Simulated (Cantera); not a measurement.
## BN + N₂ (sublimation and decomposition of ceramics)

A closed system holds: 1 mol BN, 8 mol N₂, equilibrated at 0.00550 bar.

Cantera equilibrium calculation (NASA polynomials, part measured and part estimated; ideal gas, pure solids and liquids). Candidate condensed phases: B, BN; 5 gas species. Rates play no part.

```csv
T (°C),x N₂,x B,x BN,x N,x B₂,n BN(s),n B(s),n B(l)
1600,1.00,1.34e-7,1.56e-8,1.72e-9,<1e-12,1.000,0,0
1675,1.000,9.78e-7,9.15e-8,5.63e-9,<1e-12,1.000,0,0
1750,1.000,6.13e-6,4.70e-7,1.69e-8,1.29e-11,1.000,0,0
1825,1.000,3.37e-5,2.14e-6,4.69e-8,2.08e-10,1.000,0,0
1900,1.000,0.000164,8.78e-6,1.21e-7,2.76e-9,0.999,0,0
1975,0.999,0.000718,3.27e-5,2.94e-7,3.06e-8,0.994,0,0
2050,0.997,0.00245,9.60e-5,6.75e-7,2.15e-7,0,0.978,0
2125,0.994,0.00568,0.000193,1.47e-6,7.13e-7,0,0,0.950
2200,0.988,0.0121,0.000359,3.04e-6,2.08e-6,0,0,0.892
2275,0.975,0.0248,0.000642,6.02e-6,5.67e-6,0,0,0.778
2350,0.950,0.0485,0.00110,1.14e-5,1.46e-5,0,0,0.557
2425,0.907,0.0913,0.00181,2.05e-5,3.54e-5,0,0,0.128
2500,0.895,0.103,0.00184,3.65e-5,3.18e-5,0,0,0
2575,0.895,0.104,0.00167,6.33e-5,2.28e-5,0,0,0
```
x: gas mole fraction; n: condensed amount in mol.

From 1600 °C to 1975 °C the condensed part is BN(s). At 2050 °C the condensed part is B(s). From 2125 °C to 2425 °C the condensed part is B(l). From 2500 °C to 2575 °C nothing is condensed. The main B-bearing gas is B throughout.
